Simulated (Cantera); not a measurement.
Source: NASA polynomial tables (part measured, part estimated), evaluated in Cantera. Values are per mole of reaction as written; species without (g) are pure solids or liquids, kept so even where they would boil at 1 bar.

2 H₂O(g) + Zr ⇌ ZrO₂(g) + 4 H(g)

```
T (K)    ΔH° (kJ)   ΔS° (J/K)    ΔG° (kJ)     log10 K  condensed phases
-----  ----------  ----------  ----------  ----------  ----------------
1350       1097.4       362.2       608.5      -23.54             Zr(β)
1500   (withheld)  (withheld)  (withheld)  (withheld)             Zr(β)
1650       1102.2       365.4       499.3      -15.81             Zr(β)
1800   (withheld)  (withheld)  (withheld)  (withheld)             Zr(β)
1950       1104.6       366.8       389.4      -10.43             Zr(β)
2100       1105.0       367.0       334.4       -8.32             Zr(β)
2250       1083.2       356.7       280.6       -6.51             Zr(l)
2400   (withheld)  (withheld)  (withheld)  (withheld)             Zr(l)
2550       1080.5       355.6       173.8       -3.56             Zr(l)
2700       1078.8       354.9       120.5       -2.33             Zr(l)
```

Q: Some entries are withheld; supply them.

A: 
- 1500, ΔH° (kJ): 1100.1
- 1500, ΔS° (J/K): 364.1
- 1500, ΔG° (kJ): 554.0
- 1500, log10 K: -19.29
- 1800, ΔH° (kJ): 1103.7
- 1800, ΔS° (J/K): 366.3
- 1800, ΔG° (kJ): 444.4
- 1800, log10 K: -12.90
- 2400, ΔH° (kJ): 1082.0
- 2400, ΔS° (J/K): 356.2
- 2400, ΔG° (kJ): 227.2
- 2400, log10 K: -4.94
